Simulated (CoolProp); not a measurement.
Model: reference Helmholtz-energy equation of state, Lemmon 2003, in CoolProp. It is a pseudo-pure fit of the blend.

For R404A, give the phase and the density (kg/m³), Joule-Thomson coefficient (K/MPa) at 289 K and 1.4 MPa; 289 K and 1.87 MPa.


- 289 K and 1.4 MPa: liquid; density 1090, Joule-Thomson coefficient 0.119
- 289 K and 1.87 MPa: liquid; density 1090, Joule-Thomson coefficient 0.0988
